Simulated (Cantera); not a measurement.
**Gas activation for diamond growth**

An isothermal, constant-pressure homogeneous reactor starts with CH4 : H2 = 0.011 : 1 (molar parts), at 1875 K and 17000 Pa.

Computed with Cantera and GRI-Mech 3.0 (53 species, 325 reactions). GRI-Mech 3.0 stops at C3 and has no aromatics, soot or wall deposition, so with more carbon than oxygen in the feed, carbon stays in small species such as C2H2 where larger ones or solid carbon would form.

```json
[
 {"t (s)": "9.00e-6", "x CH4": "0.0109", "x H2": "0.989", "x C2H": "<1e-12", "x C2H6": "5.15e-12", "x H": "5.18e-6"},
 {"t (s)": "4.78e-5", "x CH4": "0.0109", "x H2": "0.989", "x C2H": "<1e-12", "x C2H6": "3.17e-10", "x H": "2.96e-5"},
 {"t (s)": "0.000253", "x CH4": "0.0108", "x H2": "0.989", "x C2H": "<1e-12", "x C2H6": "1.50e-8", "x H": "0.000159"},
 {"t (s)": "0.00134", "x CH4": "0.0107", "x H2": "0.988", "x C2H": "5.62e-11", "x C2H6": "2.78e-7", "x H": "0.000771"},
 {"t (s)": "0.00713", "x CH4": "0.00981", "x H2": "0.988", "x C2H": "6.66e-9", "x C2H6": "6.54e-7", "x H": "0.00153"},
 {"t (s)": "0.0378", "x CH4": "0.00674", "x H2": "0.990", "x C2H": "3.60e-8", "x C2H6": "3.16e-7", "x H": "0.00156"},
 {"t (s)": "0.201", "x CH4": "0.00251", "x H2": "0.992", "x C2H": "7.73e-8", "x C2H6": "4.51e-8", "x H": "0.00158"},
 {"t (s)": "1.07", "x CH4": "0.000657", "x H2": "0.993", "x C2H": "9.58e-8", "x C2H6": "3.71e-9", "x H": "0.00159"},
 {"t (s)": "5.65", "x CH4": "0.000409", "x H2": "0.993", "x C2H": "9.83e-8", "x C2H6": "1.84e-9", "x H": "0.00160"},
 {"t (s)": "30.0", "x CH4": "0.000409", "x H2": "0.993", "x C2H": "9.83e-8", "x C2H6": "1.84e-9", "x H": "0.00160"}
]
```
x: mole fraction; the columns are a selection and need not sum to one.

Equilibrium at this temperature and pressure: CH4 0.000409, H2 0.993, C2H 9.83e-8, C2H6 1.84e-9, H 0.00160 (gas phase only).
